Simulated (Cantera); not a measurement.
What does this Cantera script print?

```python
import numpy as np
import cantera as ct

gas_names = """
    Fe FeO Fe(OH)2 H HO2 H2 H2O H2O2 O OH O2 O3
""".split()
cond_names = """
    Fe(a) Fe(c) Fe(d) Fe(L) FeO(s) FeO(L) Fe(OH)2(s) Fe(OH)3(s) Fe2O3(s) Fe3O4(s) H2O(s) H2O(L)
""".split()


# ... load() reads the species with a 1 bar reference pressure and builds the phases ...
atoms = {
    'Fe2O3': {'Fe': 2, 'O': 3},
    'H2': {'H': 2},
}
top_T = {'Fe2O3(s)': 1830, 'Fe3O4(s)': 1870}  # K; cautious upper limits of use, not melting points


# ... equilibrate(T, P, feed) seeds the gas with the atoms and calls Mixture.equilibrate('TP', solver="vcs", rtol=1e-11, max_steps=5000) ...
results = []
feed = {'Fe2O3': 1, 'H2': 3.3}  # mol
P = 100000  # Pa
for T in [1025, 1125, 1225, 1325, 1425, 1525, 1625]:
    mix = equilibrate(T, P, feed)
    results.append((T, P, feed, dict(zip(mix.species_names, mix.species_moles))))
    x = sorted(zip(gas.X, gas.species_names), reverse=True)
    print(f"T = {T:g} K  P = {P:g} Pa  gas = {mix.phase_moles(0):.4g} mol")
    print("   x: " + "  ".join(f"{s} {v:.3e}" for v, s in x if v > 1e-06))
    print("   condensed (mol): " + ("  ".join(f"{mix.phase(i).name} {mix.phase_moles(i):.4g}"
          for i in range(1, mix.n_phases) if mix.phase_moles(i) > 1e-12) or "none"))
```

Output:

```
T = 1025 K  P = 100000 Pa  gas = 3.3 mol
   x: H2 6.970e-01  H2O 3.030e-01
   condensed (mol): FeO(s) 2
T = 1125 K  P = 100000 Pa  gas = 3.3 mol
   x: H2 6.970e-01  H2O 3.030e-01
   condensed (mol): FeO(s) 2
T = 1225 K  P = 100000 Pa  gas = 3.3 mol
   x: H2 6.970e-01  H2O 3.030e-01
   condensed (mol): FeO(s) 2
T = 1325 K  P = 100000 Pa  gas = 3.3 mol
   x: H2 6.970e-01  H2O 3.030e-01  H 1.365e-06
   condensed (mol): FeO(s) 2
T = 1425 K  P = 100000 Pa  gas = 3.3 mol
   x: H2 6.970e-01  H2O 3.030e-01  H 5.695e-06  Fe(OH)2 2.212e-06
   condensed (mol): FeO(s) 2
T = 1525 K  P = 100000 Pa  gas = 3.3 mol
   x: H2 6.970e-01  H2O 3.030e-01  H 1.975e-05  Fe(OH)2 5.961e-06
   condensed (mol): FeO(s) 2
T = 1625 K  P = 100000 Pa  gas = 3.3 mol
   x: H2 6.816e-01  H2O 3.184e-01  H 5.825e-05  Fe(OH)2 1.488e-05  Fe 1.733e-06  OH 1.146e-06
   condensed (mol): Fe(c) 0.0507  FeO(s) 1.949
```

Method: chemical equilibrium by Gibbs-energy minimisation in Cantera with the NASA 1993 tables (ideal gas, pure condensed phases). Mutual solubility and eutectic melting of coexisting phases are not modelled. The tables' stoichiometric FeO is somewhat more stable than real wüstite, so its field is too wide. FeO: taken at fixed stoichiometry.
